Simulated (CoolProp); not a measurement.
Vapour-liquid equilibrium of R143a (1) + dimethyl ether (2) at 287.7 K; x and y are mole fractions of (1).

The numbers come from the multi-fluid Helmholtz-energy mixture model, Lemmon and Jacobsen 2000 and Wu 2011; pair parameters Bell 2016 in CoolProp.

```csv
x,bubble pressure (MPa),y at the bubble point,dew pressure at overall composition x (MPa),liquid density (mol/L)
0.05,0.4620,0.106,0.4454,14.55
0.2,0.5487,0.348,0.4927,14.05
0.35,0.6295,0.522,0.5496,13.56
0.5,0.7062,0.659,0.6183,13.09
0.65,0.7805,0.773,0.7010,12.62
0.8,0.8536,0.875,0.7990,12.16
0.95,0.9270,0.969,0.9115,11.72
```

No azeotrope shows between x = 0.05 and 0.95.

The pair parameters rest on a limited set of measurements; away from them the model extrapolates.
